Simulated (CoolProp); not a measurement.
Vapour-liquid equilibrium of carbon dioxide (1) + R152A (2) at 257.4 K; x and y are mole fractions of (1).

The numbers come from the multi-fluid Helmholtz-energy mixture model, Span 1996 and Outcalt 1996; pair parameters Bell 2016 in CoolProp.

```
x     bubble pressure, mixture model (bar)  bubble pressure, Raoult's law (bar)  y, mixture model  y, Raoult's law
----  ------------------------------------  -----------------------------------  ----------------  ---------------
0.05                                 2.406                                2.490             0.414            0.450
0.15                                 4.365                                4.586             0.696            0.733
0.25                                 6.342                                6.682             0.805            0.838
0.35                                 8.325                                8.778             0.864            0.893
0.45                                 10.32                                10.87             0.901            0.927
0.55                                 12.32                                12.97             0.927            0.950
0.65                                 14.37                                15.07             0.947            0.967
0.75                                 16.49                                17.16             0.964            0.979
0.85                                 18.72                                19.26             0.979            0.989
0.95                                 21.12                                21.36             0.993            0.997
```

The largest gap from Raoult's law is -5.2 % in bubble pressure, at x = 0.35. No azeotrope shows between x = 0.05 and 0.95.

The pair parameters rest on a limited set of measurements; away from them the model extrapolates.
